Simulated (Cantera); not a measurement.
Charge: 1 mol Si2H6, 1.3 mol O3, 7.2 mol H2, 0.95 mol NO, held at 1073 K and 0.188 Torr.

Cantera equilibrium calculation (NASA polynomials, part measured and part estimated; ideal gas, pure solids and liquids). Candidate condensed phases: H2O, Si, SiO2, Si2N2O, Si3N4; 35 gas species. The feed counts by its element totals alone. Rates play no part.

Base state: H2 0.876, H2O 0.0796, N2 0.0445 (mole fractions); condensed: SiO2(β-quartz).

Task: What changes in the equilibrium state with this change: Si2H6 replaced by SiH2Cl2?

Result: 
```csv
species,before,after
H2,0.876,0.450
H2O,0.0796,0.295
HCl,0,0.207
N2,0.0445,0.0491
"SiO2(β-quartz), mol",2.00,1.00
```
Further candidate phases: NH4Cl.
